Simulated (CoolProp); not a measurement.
Vapour-liquid equilibrium of n-pentane (1) + the fluoroketone C6F12O (FK-5-1-12) (2) at 5.92 bar; x and y are mole fractions of (1).

Values from CoolProp's multi-fluid Helmholtz-energy mixture model, Thol 2019 and McLinden 2015; pair parameters Bell 2016.

| x | bubble temperature (K) | y at the bubble point | dew temperature at overall composition x (K) | liquid density (mol/L) |
|---|---|---|---|---|
| 0.05 | 381.2 | … | 383.2 | 4.195 |
| 0.2 | 371.8 | 0.365 | 377.9 | 4.576 |
| 0.35 | 366.3 | 0.513 | 372.3 | … |
| 0.5 | 363.9 | … | 366.7 | 5.373 |
| 0.65 | 363.3 | 0.652 | 363.3 | 5.873 |
| 0.8 | 364.1 | 0.719 | 366.2 | 6.492 |
| 0.95 | 368.9 | 0.882 | 371.3 | 7.210 |

Question: What belongs in the gaps?

Answer: 
- 0.05, y at the bubble point: 0.110
- 0.35, liquid density (mol/L): 4.957
- 0.5, y at the bubble point: 0.596

y crosses x between x = 0.65 and 0.8: the model has an azeotrope there.

Pair parameters are fitted to limited data, so mixtures are less certain than the pure fluids.
